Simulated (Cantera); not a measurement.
What does this Cantera script print?

```python
import numpy as np
import cantera as ct

gas_names = """
    HBr H2O
""".split()
cond_names = """
    BaO2H2(s) BaO2H2(L) BaBr2(s) BaBr2(L)
""".split()


# ... load() reads the species with a 1 bar reference pressure and builds the phases ...
species = {s.name: s for s in load("nasa_gas.yaml", gas_names) + load("nasa_condensed.yaml", cond_names)}
# Each term lists the table entries of one substance; the one whose range holds T is used.
reactions = {
    'Ba(OH)2 + 2 HBr(g) = 2 H2O(g) + BaBr2':
        [(-1, ['BaO2H2(s)', 'BaO2H2(L)']), (-2, ['HBr']), (2, ['H2O']), (1, ['BaBr2(s)', 'BaBr2(L)'])],
}


def pick(names, T):
    return next(species[n] for n in names if species[n].thermo.min_temp <= T <= species[n].thermo.max_temp)


results = []
for label, terms in reactions.items():
    print(label)
    print("     T/K   dH/kJ  dS/(J/K)   dG/kJ   log10 K")
    for T in [1100, 1250, 1400, 1550, 1700, 1850]:
        used = [(nu, pick(names, T)) for nu, names in terms]
        dH = sum(nu * s.thermo.h(T) for nu, s in used) / 1e6
        dS = sum(nu * s.thermo.s(T) for nu, s in used) / 1e3
        dG = dH - T * dS / 1e3
        logK = -dG * 1e6 / (ct.gas_constant * T * np.log(10))
        results.append((label, T, dH, dS, dG, logK, [s.name for _, s in used]))
        print(f"{T:8g} {dH:8.1f} {dS:8.1f} {dG:8.1f} {logK:8.2f}")
```

Output:

```
Ba(OH)2 + 2 HBr(g) = 2 H2O(g) + BaBr2
     T/K   dH/kJ  dS/(J/K)   dG/kJ   log10 K
    1100   -262.7    -39.3   -219.5    10.42
    1250   -233.4    -13.2   -216.9     9.06
    1400   -235.4    -14.7   -214.8     8.01
    1550   -237.0    -15.9   -212.5     7.16
    1700   -238.4    -16.7   -210.0     6.45
    1850   -239.5    -17.3   -207.5     5.86
```

Source: NASA polynomial tables (part measured, part estimated), evaluated in Cantera. Condensed species are held in their standard states even where they would react or evaporate.
